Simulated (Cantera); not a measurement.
Input: 1 mol Si3N4, 5.3 mol Cl2, 1.5 mol N2, 110 mol H2, equilibrated at 1325 K and 0.720 bar.

Equilibrium computed with Cantera from the NASA thermochemical tables; the gas is ideal and each condensed phase is pure. Candidate condensed phases: NH4Cl, Si, Si3N4; 28 gas species. The tables' values for SiCl3 are old estimates; treat these amounts as uncertain. Equilibrium is a limit: real reactors are often held back by kinetics, nucleation or transport.

Base state: H2 0.897, HCl 0.0897, N2 0.0131, SiCl4 0.000151, SiHCl3 7.71e-5, SiCl2 5.33e-5, SiCl3 3.84e-5 (mole fractions); condensed: Si3N4(s).

**Question.** What changes in the equilibrium state with this change: H2 from 110 to 27 mol?

**Answer.** 
```
species          before     after
-------------  --------  --------
H2                0.897     0.665
HCl              0.0897     0.272
N2               0.0131    0.0520
SiCl4          0.000151   0.00919
SiCl3           3.84e-5  0.000667
SiHCl3          7.71e-5   0.00115
Si3N4(s), mol     0.987     0.873
```
